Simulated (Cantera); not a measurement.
An adiabatic, constant-pressure homogeneous reactor starts with CH4 : C2H6 : O2 : N2 : H2O = 1 : 0.28 : 3.01 : 11.3 : 1.6 (molar parts), at 1075 K and 5.13 atm.

Computed with Cantera and GRI-Mech 3.0 (53 species, 325 reactions).

x: mole fraction; the columns are a selection and need not sum to one.

```tsv
t (s)	T (K)	x CH4	x C2H6	x O2	x NO	x H2O2
9.00e-6	1075	0.0582	0.0163	0.175	<1e-12	4.41e-12
2.78e-5	1075	0.0582	0.0163	0.175	<1e-12	5.34e-11
8.56e-5	1075	0.0582	0.0163	0.175	<1e-12	7.70e-10
0.000264	1075	0.0582	0.0163	0.175	<1e-12	[?]
0.000814	1075	0.0582	0.0163	0.175	<1e-12	[?]
0.00251	1075	0.0582	0.0163	0.175	<1e-12	[?]
0.00774	1086	0.0569	0.0148	0.173	<1e-12	[?]
0.0239	2545	<1e-12	<1e-12	0.00920	0.00467	4.06e-7
0.0736	2545	<1e-12	<1e-12	0.00919	0.00470	4.06e-7
0.227	2545	<1e-12	<1e-12	0.00919	0.00470	4.06e-7
0.700	2545	<1e-12	<1e-12	0.00919	0.00470	4.06e-7
```

Fill in the missing entries.


- 0.000264, x H2O2: 1.10e-8
- 0.000814, x H2O2: 1.18e-7
- 0.00251, x H2O2: 1.61e-6
- 0.00774, x H2O2: 0.000134
